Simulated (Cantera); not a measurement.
Feed: 1 mol AlI₃, 2.4 mol N₂O, 630 mol H₂, 56 mol N₂, at 2300 Pa.

Equilibrium computed with Cantera from the NASA thermochemical tables; the gas is ideal and each condensed phase is pure. Candidate condensed phases: Al, AlI₃, AlN, Al₂O₃, H₂O, I₂; 41 gas species. The tables' values for AlOH are old estimates; treat these amounts as uncertain. Rates play no part.

log p: log10 of the partial pressure in bar; n: condensed amount in mol.

```json
[
 {"T (°C)": "525", "log p H₂": "-1.68", "log p N₂": "-2.71", "log p H": "-12.41", "log p HI": "-4.00", "log p I": "-6.25", "log p H₂O": "-4.52", "log p Al": "<-13", "n Al₂O₃(s)": "0.500"},
 {"T (°C)": "625", "log p H₂": "-1.68", "log p N₂": "-2.71", "log p H": "-10.80", "log p HI": "-4.01", "log p I": "-5.65", "log p H₂O": "-4.52", "log p Al": "<-13", "n Al₂O₃(s)": "0.500"},
 {"T (°C)": "725", "log p H₂": "-1.68", "log p N₂": "-2.71", "log p H": "-9.51", "log p HI": "-4.03", "log p I": "-5.19", "log p H₂O": "-4.52", "log p Al": "<-13", "n Al₂O₃(s)": "0.500"},
 {"T (°C)": "825", "log p H₂": "-1.68", "log p N₂": "-2.71", "log p H": "-8.45", "log p HI": "-4.07", "log p I": "-4.83", "log p H₂O": "-4.52", "log p Al": "<-13", "n Al₂O₃(s)": "0.500"},
 {"T (°C)": "925", "log p H₂": "-1.68", "log p N₂": "-2.71", "log p H": "-7.56", "log p HI": "-4.14", "log p I": "-4.56", "log p H₂O": "-4.52", "log p Al": "<-13", "n Al₂O₃(s)": "0.500"},
 {"T (°C)": "1025", "log p H₂": "-1.68", "log p N₂": "-2.71", "log p H": "-6.81", "log p HI": "-4.24", "log p I": "-4.38", "log p H₂O": "-4.52", "log p Al": "<-13", "n Al₂O₃(s)": "0.500"},
 {"T (°C)": "1125", "log p H₂": "-1.68", "log p N₂": "-2.71", "log p H": "-6.16", "log p HI": "-4.36", "log p I": "-4.25", "log p H₂O": "-4.52", "log p Al": "<-13", "n Al₂O₃(s)": "0.500"},
 {"T (°C)": "1225", "log p H₂": "-1.68", "log p N₂": "-2.71", "log p H": "-5.60", "log p HI": "-4.49", "log p I": "-4.17", "log p H₂O": "-4.52", "log p Al": "…", "n Al₂O₃(s)": "0.500"},
 {"T (°C)": "1325", "log p H₂": "-1.68", "log p N₂": "-2.71", "log p H": "-5.11", "log p HI": "-4.62", "log p I": "-4.12", "log p H₂O": "-4.52", "log p Al": "…", "n Al₂O₃(s)": "0.500"},
 {"T (°C)": "1425", "log p H₂": "-1.68", "log p N₂": "-2.71", "log p H": "-4.68", "log p HI": "-4.75", "log p I": "-4.09", "log p H₂O": "-4.52", "log p Al": "…", "n Al₂O₃(s)": "0.500"},
 {"T (°C)": "1525", "log p H₂": "-1.68", "log p N₂": "-2.71", "log p H": "-4.29", "log p HI": "-4.87", "log p I": "-4.06", "log p H₂O": "-4.52", "log p Al": "…", "n Al₂O₃(s)": "0.499"},
 {"T (°C)": "1625", "log p H₂": "-1.68", "log p N₂": "-2.71", "log p H": "-3.95", "log p HI": "-4.99", "log p I": "-4.05", "log p H₂O": "-4.52", "log p Al": "…", "n Al₂O₃(s)": "0.493"},
 {"T (°C)": "1725", "log p H₂": "-1.68", "log p N₂": "-2.71", "log p H": "-3.64", "log p HI": "-5.10", "log p I": "-4.04", "log p H₂O": "-4.49", "log p Al": "…", "n Al₂O₃(s)": "0.469"},
 {"T (°C)": "1825", "log p H₂": "-1.69", "log p N₂": "-2.72", "log p H": "-3.36", "log p HI": "-5.21", "log p I": "-4.04", "log p H₂O": "-4.39", "log p Al": "…", "n Al₂O₃(s)": "0.371"}
]
```

Task: Some entries are withheld; supply them.

Result: 
- 1225, log p Al: -12.89
- 1325, log p Al: -11.20
- 1425, log p Al: -9.71
- 1525, log p Al: -8.40
- 1625, log p Al: -7.23
- 1725, log p Al: -6.22
- 1825, log p Al: -5.42
